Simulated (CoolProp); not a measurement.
Saturated liquid density (kg/m³) of CH2F2 (R32): the reference equation beside estimates from Tc = 351.3 K, pc = 57.83 bar, ω = 0.277.

Model: reference Helmholtz-energy equation of state, Tillner-Roth 1997, in CoolProp.

| T (K) | reference | van der Waals | Redlich-Kwong | Soave-Redlich-Kwong | Peng-Robinson |
|---|---|---|---|---|---|
| 188.6 | 1300 | 661.1 | 979.0 | 1006 | 1132 |
| 210.9 | 1242 | 634.8 | 934.4 | 966.0 | 1090 |
| 233.2 | 1180 | 605.9 | 884.0 | 920.0 | 1040 |
| 255.4 | 1114 | 573.7 | 827.0 | 866.1 | 981.4 |
| 277.7 | 1039 | 536.8 | 760.9 | 801.3 | 909.3 |
| 300 | 953.2 | 493.3 | 682.5 | 721.3 | 818.7 |
| 322.2 | 844.8 | 438.6 | 584.6 | 617.2 | 698.2 |
| 344.5 | 664.1 | 352.6 | 435.6 | 452.0 | 503.3 |

Absolute difference from the reference over all 8 rows, mean and median: van der Waals 48.3 and 48.4 %, Redlich-Kwong 27.6 and 26.3 %, Soave-Redlich-Kwong 24.4 and 22.7 %, Peng-Robinson 14.6 and 12.7 %.
